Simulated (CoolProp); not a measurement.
Saturation properties of cyclopentane (Tc = 511.7 K, pc = 4.583 MPa, ω = 0.202).

Computed with CoolProp (reference Helmholtz-energy equation of state, Gedanitz 2015).

```json
[
 {"T (K)": "248.7", "p (MPa)": "0.003809", "vapour density (kg/m³)": "0.1296"},
 {"T (K)": "259.1", "p (MPa)": "…", "vapour density (kg/m³)": "0.2261"},
 {"T (K)": "269.4", "p (MPa)": "0.01184", "vapour density (kg/m³)": "…"},
 {"T (K)": "279.8", "p (MPa)": "0.01945", "vapour density (kg/m³)": "…"},
 {"T (K)": "290.2", "p (MPa)": "0.03065", "vapour density (kg/m³)": "0.9042"},
 {"T (K)": "300.5", "p (MPa)": "0.04641", "vapour density (kg/m³)": "1.329"},
 {"T (K)": "310.9", "p (MPa)": "0.06832", "vapour density (kg/m³)": "1.904"},
 {"T (K)": "321.2", "p (MPa)": "0.09739", "vapour density (kg/m³)": "2.648"},
 {"T (K)": "331.6", "p (MPa)": "0.1358", "vapour density (kg/m³)": "3.611"},
 {"T (K)": "341.9", "p (MPa)": "0.1845", "vapour density (kg/m³)": "4.812"},
 {"T (K)": "352.3", "p (MPa)": "0.2464", "vapour density (kg/m³)": "…"},
 {"T (K)": "362.7", "p (MPa)": "0.3229", "vapour density (kg/m³)": "8.165"},
 {"T (K)": "373", "p (MPa)": "0.4152", "vapour density (kg/m³)": "10.38"},
 {"T (K)": "383.4", "p (MPa)": "0.5273", "vapour density (kg/m³)": "13.08"}
]
```

**Question.** What belongs in the gaps?

**Answer.** 
- 259.1, p (MPa): 0.006914
- 269.4, vapour density (kg/m³): 0.3733
- 279.8, vapour density (kg/m³): 0.5924
- 352.3, vapour density (kg/m³): 6.317

It boils at 322.4 K under 1 atm.
